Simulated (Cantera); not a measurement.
A diamond (100) surface in a fixed gas of H2 with x(CH4) = 0.012, x(H) = 0.00023, at 923 K, 0.0270 bar; coverages are run to steady state.

Cantera simulation using the Harris–Goodwin 1993 mechanism for the reconstructed diamond (100) surface; the numbers are that mechanism's predictions, not measurements.

One state of this run: growth (µm/h) = 0.156; θ c6HH = 0.630; θ c6H* = 0.0111; θ c6*H = 0.287; θ c6** = 0.00416; θ c6HM = 0.0532. θ: site fractions in the mechanism's names (c6HH fully hydrogenated, c6H* and c6*H radical sites, c6** diradical, c6HM methylated).

**Question.** Which value of x(CH3) does it belong to?
A. 2.2e-06
B. 2.2e-05
C. 0.00011
D. 1e-05

**Answer.** B, 2.2e-05
